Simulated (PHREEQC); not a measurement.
Dissolve 0.0012 mol MgCl2, 0.0095 mol CO2 and 0.00022 mol H4SiO4 per kg of water at 25 °C. Closed to the air; pH follows from the charge balance.

Computed with PHREEQC (ion-association model, wateq4f.dat).

Each row changes one thing in this solution. This is a speciation only: nothing precipitates in the calculation.

| case | pH | HCO3- (mol/kgw) | MgHCO3+ (mol/kgw) | H3SiO4- (mol/kgw) | CO3-2 (mol/kgw) | MgOH+ (mol/kgw) | SI of Chalcedony (SiO2) |
|---|---|---|---|---|---|---|---|
| as made | 4.18 | 6.86e-5 | 7.47e-7 | 5.31e-10 | 5.98e-11 | 5.51e-11 | -0.11 |
| H4SiO4 from 0.00022 to 0.000198 mol/kgw | 4.18 | 6.86e-5 | 7.47e-7 | 4.78e-10 | 5.98e-11 | 5.51e-11 | (withheld) |
| H4SiO4 from 0.00022 to 0.00011 mol/kgw | 4.18 | 6.86e-5 | 7.47e-7 | 2.66e-10 | 5.98e-11 | 5.51e-11 | -0.41 |
| diluted 2-fold with water | 4.34 | 4.77e-5 | 2.78e-7 | 3.71e-10 | 5.61e-11 | 4.12e-11 | -0.41 |
| temperature from 25 to 85 °C | 4.19 | 6.85e-5 | 1.26e-6 | 2.32e-9 | 9.71e-11 | 4.89e-9 | (withheld) |

Problem. Some entries are withheld; supply them.

Solution. 
- H4SiO4 from 0.00022 to 0.000198 mol/kgw, SI of Chalcedony (SiO2): -0.15
- temperature from 25 to 85 °C, SI of Chalcedony (SiO2): -0.69

Some of these states are supersaturated (in Quartz (slow to form), for instance). Constants without temperature data keep their 25 °C values here.
